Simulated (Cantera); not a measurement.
What does this Cantera script print?

```python
import numpy as np
import cantera as ct

gas_names = """
    C CO COS CO2 CS CS2 C2 C2O C3 C3O2 C4 C5 Mg MgO MgS Mg2 O O2 O3 S SO SO2 SO3 S2 S2O S8
""".split()
cond_names = """
    C(gr) Mg(cr) Mg(L) MgCO3(s) MgO(s) MgO(L) MgS(s) MgSO4(s) MgSO4(L) S(cr1) S(cr2) S(L)
""".split()


# ... load() reads the species with a 1 bar reference pressure and builds the phases ...
atoms = {
    'MgCO3': {'Mg': 1, 'C': 1, 'O': 3},
    'SO3': {'S': 1, 'O': 3},
    'O2': {'O': 2},
}
top_T = {'C(gr)': 4500, 'MgS(s)': 2250}  # K; cautious upper limits of use, not melting points


# ... equilibrate(T, P, feed) seeds the gas with the atoms and calls Mixture.equilibrate('TP', solver="vcs", rtol=1e-11, max_steps=5000) ...
results = []
feed = {'MgCO3': 1, 'SO3': 0.81, 'O2': 0.049}  # mol
P = 100000  # Pa
for T in [1273, 1323, 1373, 1423, 1473, 1523, 1573, 1623, 1673, 1723]:
    mix = equilibrate(T, P, feed)
    results.append((T, P, feed, dict(zip(mix.species_names, mix.species_moles))))

top = {s: max(r[3][s] / sum(r[3][g] for g in gas_names) for r in results) for s in gas_names}
cols = sorted((s for s in top if top[s] > 1e-05), key=lambda s: -top[s])[:8]
seen = [c for c in cond_names if any(r[3].get(c, 0) > 1e-12 for r in results)]
print("log10 of partial pressures in bar; condensed amounts in mol")
print(f"{'T/K':>10s}" + "".join(f"{s[:9]:>10s}" for s in cols + seen))
for T, P, feed, n in results:
    ng = sum(n[g] for g in gas_names)
    print(f"{T:10.4g}" + "".join(f"{np.log10(max(n[s] / ng * P / 1e5, 1e-99)):10.3f}" for s in cols)
          + "".join(f"{n.get(c, 0):10.4g}" for c in seen))
```

Output:

```
log10 of partial pressures in bar; condensed amounts in mol
       T/K       CO2       SO2        O2       SO3        CO         O    MgO(s)  MgSO4(s)
      1273    -0.116    -0.894    -0.994    -2.223    -6.674    -7.466    0.3646    0.6354
      1323    -0.346    -0.467    -0.716    -1.806    -6.607    -6.933    0.9803   0.01973
      1373    -0.352    -0.458    -0.708    -1.931    -6.213    -6.564         1         0
      1423    -0.353    -0.455    -0.706    -2.055    -5.839    -6.224         1         0
      1473    -0.353    -0.453    -0.704    -2.171    -5.491    -5.906         1         0
      1523    -0.354    -0.452    -0.702    -2.280    -5.165    -5.610         1         0
      1573    -0.354    -0.451    -0.701    -2.383    -4.861    -5.332         1         0
      1623    -0.354    -0.450    -0.701    -2.479    -4.575    -5.071         1         0
      1673    -0.354    -0.449    -0.700    -2.569    -4.306    -4.826         1         0
      1723    -0.355    -0.449    -0.700    -2.654    -4.053    -4.595         1         0
```

Method: chemical equilibrium by Gibbs-energy minimisation in Cantera with the NASA 1993 tables (ideal gas, pure condensed phases). Mutual solubility and eutectic melting of coexisting phases are not modelled.
